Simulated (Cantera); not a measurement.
Feed: 1 mol H2O, a varied amount of O2, 3.5 mol H2, equilibrated at 1973.15 K and 0.00840 bar.

Method: chemical equilibrium by Gibbs-energy minimisation in Cantera with the NASA 1993 tables (ideal gas, pure condensed phases). Candidate condensed phases: H2O; 9 gas species. Kinetics and transport are ignored.

x: gas mole fraction; nothing condenses.

```csv
n(O2) (mol),x H2O,x H2,x O2,x OH,x H,x O,x HO2
0.2,0.309,0.679,1.36e-6,0.000524,0.0121,6.90e-6,(withheld)
0.27,0.339,0.648,1.80e-6,0.000590,0.0119,7.95e-6,(withheld)
0.35,0.375,0.613,2.46e-6,0.000670,0.0115,9.28e-6,(withheld)
0.47,0.428,0.560,3.83e-6,0.000800,0.0110,1.16e-5,(withheld)
0.62,0.494,0.495,6.55e-6,0.000983,0.0104,1.52e-5,(withheld)
0.82,0.582,0.407,1.34e-5,0.00128,0.00940,2.17e-5,(withheld)
1.1,0.706,0.285,4.04e-5,0.00185,0.00786,3.76e-5,(withheld)
1.4,0.837,0.154,0.000194,0.00299,0.00578,8.26e-5,(withheld)
1.9,0.938,0.0128,0.0353,0.0116,0.00167,0.00111,(withheld)
2.5,0.836,0.00573,0.140,0.0155,0.00112,0.00221,(withheld)
3.4,0.713,0.00357,0.262,0.0167,0.000880,0.00303,(withheld)
4.5,0.605,0.00254,0.372,0.0168,0.000743,0.00361,(withheld)
```

### Question
What belongs in the gaps?

### Answer

- 0.2, x HO2: 1.74e-10
- 0.27, x HO2: 2.25e-10
- 0.35, x HO2: 2.99e-10
- 0.47, x HO2: 4.45e-10
- 0.62, x HO2: 7.15e-10
- 0.82, x HO2: 1.33e-9
- 1.1, x HO2: 3.35e-9
- 1.4, x HO2: 1.18e-8
- 1.9, x HO2: 6.20e-7
- 2.5, x HO2: 1.64e-6
- 3.4, x HO2: 2.44e-6
- 4.5, x HO2: 2.91e-6
